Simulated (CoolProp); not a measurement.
Carbonyl sulfide at 298.15 K and 0.171 MPa is throttled through a valve to 0.0439 MPa with no heat exchange. Each further row changes one setting.

Values from CoolProp's reference Helmholtz-energy equation of state, Lemmon 2006. It is a short technical equation, of lower accuracy than the large ones.

```tsv
case	temperature change (K)	final density (kg/m³)
as stated	-2.6	1.08
outlet pressure 0.0132 MPa	-3.2	0.324
outlet pressure 0.0571 MPa	-2.3	1.40
```
